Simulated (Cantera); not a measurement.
Mixture: CH4 : O2 : N2 = 1 : 1.54 : 4 (molar parts), at 4.05 atm, adiabatic and at constant pressure. Ignition delay is the time to a rise of 400 K.

Cantera simulation using GRI-Mech 3.0 (53 species, 325 reactions); the numbers are that mechanism's predictions, not measurements.

```json
[
 {"quantity": "delay at 1150 K", "before": "20.3 ms", "after": "68.5 ms"},
 {"quantity": "delay at 1300 K", "before": "2.92 ms", "after": "8.54 ms"},
 {"quantity": "delay at 1450 K", "before": "0.542 ms", "after": "1.44 ms"},
 {"quantity": "delay at 1600 K", "before": "0.127 ms", "after": "0.335 ms"},
 {"quantity": "delay at 1750 K", "before": "37.9 µs", "after": "0.106 ms"},
 {"quantity": "apparent activation energy between 1600 and 1750 K", "before": "190 kJ/mol", "after": "180 kJ/mol"}
]
```

Question: Name the change that produced these shifts.
A. pressure from 4.05 atm to 1.18 atm
B. pressure from 4.05 atm to 30.6 atm
C. N2 4 to 8.3 parts
D. pressure from 4.05 atm to 0.859 atm

Answer: A, pressure from 4.05 atm to 1.18 atm
